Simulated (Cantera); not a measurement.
What does this Cantera script print?

```python
import numpy as np
import cantera as ct

gas = ct.Solution("gri30.yaml")
gas.TPX = 1375, 100000, {'N2O': 1, 'O2': 0.33}
reactor = ct.IdealGasConstPressureReactor(gas, energy="off", clone=False)
net = ct.ReactorNet([reactor])
net.rtol, net.atol = 1e-08, 1e-18
show = ['N2O', 'O2', 'NO2', 'N2', 'NO']
times = np.geomspace(3e-05, 2, 12)

steps = ct.SolutionArray(gas, extra=["t"])
rows = []
print(f"{'t/s':>10s}{'T/K':>9s}{'P/Pa':>11s}" + "".join(f"{s:>11s}" for s in show))
for t in times:
    while net.time < t:
        t_next = net.step()
        steps.append(gas.state, t=t_next)
    rows.append([np.interp(t, steps.t, y) for y in (steps.T, steps.P, *steps(*show).X.T)])
    print(f"{t:10.3e}{rows[-1][0]:9.1f}{rows[-1][1]:11.4g}" + "".join(f"{x:11.3e}" for x in rows[-1][2:]))
rate = np.gradient(steps.T, steps.t)
print("integrator steps:", len(steps.t))
if steps.T.max() > steps.T[0] + 200:
    print(f"time of steepest temperature rise: {steps.t[rate.argmax()]:.4e} s")
gas.TPX = 1375, 100000, {'N2O': 1, 'O2': 0.33}
gas.equilibrate("TP")
print(f"equilibrium (TP): T = {gas.T:.1f} K  " + "  ".join(f"{s} {gas[s].X[0]:.3e}" for s in show))
```

It prints:

```
       t/s      T/K       P/Pa        N2O         O2        NO2         N2         NO
 3.000e-05   1375.0      1e+05  7.516e-01  2.482e-01  2.644e-09  1.999e-04  3.695e-05
 8.235e-05   1375.0      1e+05  7.510e-01  2.483e-01  2.447e-08  5.743e-04  1.131e-04
 2.260e-04   1375.0      1e+05  7.494e-01  2.486e-01  1.926e-07  1.600e-03  3.215e-04
 6.205e-04   1375.0      1e+05  7.452e-01  2.495e-01  1.356e-06  4.401e-03  8.898e-04
 1.703e-03   1375.0      1e+05  7.337e-01  2.519e-01  8.190e-06  1.198e-02  2.422e-03
 4.675e-03   1375.0      1e+05  7.034e-01  2.581e-01  3.722e-05  3.198e-02  6.437e-03
 1.283e-02   1375.0      1e+05  6.288e-01  2.735e-01  1.187e-04  8.132e-02  1.621e-02
 3.523e-02   1375.0      1e+05  4.727e-01  3.062e-01  2.856e-04  1.848e-01  3.597e-02
 9.670e-02   1375.0      1e+05  2.434e-01  3.556e-01  5.106e-04  3.384e-01  6.212e-02
 2.654e-01   1375.0      1e+05  6.205e-02  3.978e-01  6.524e-04  4.630e-01  7.650e-02
 7.286e-01   1375.0      1e+05  3.968e-03  4.132e-01  7.833e-04  5.048e-01  7.724e-02
 2.000e+00   1375.0      1e+05  6.021e-06  4.144e-01  8.756e-04  5.077e-01  7.702e-02
integrator steps: 958
equilibrium (TP): T = 1375.0 K  N2O 4.120e-08  O2 4.532e-01  NO2 9.181e-06  N2 5.461e-01  NO 7.720e-04
```

Detailed kinetics in Cantera: GRI-Mech 3.0 (53 species, 325 reactions). GRI-Mech 3.0 was tuned for natural gas; its chemistry of N2O as a main component is partial and can be far from experiment. The mechanism lacks the step 2 NO + O2 → 2 NO2, which can matter for NO2 below about 1400 K. The temperature is held fixed by assumption; the heat of reaction is taken as removed at once.
